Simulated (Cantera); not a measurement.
A diamond (100) surface in a fixed gas of H2 with x(CH4) = 0.0043, x(H) = 0.026, x(CH3) = 0.0016, 12.8 Torr; coverages are run to steady state.

Model: the Harris–Goodwin 1993 mechanism for the reconstructed diamond (100) surface, integrated in Cantera.

One state of this run: growth (µm/h) = 16.1; θ c6HH = 0.533; θ c6H* = 0.0222; θ c6*H = 0.396; θ c6** = 0.0130; θ c6HM = 0.0247. θ: site fractions in the mechanism's names (c6HH fully hydrogenated, c6H* and c6*H radical sites, c6** diradical, c6HM methylated).

Question: Which value of T (K) does it belong to?
A) 1275
B) 1125
C) 1050
D) 1200

Answer: C, 1050
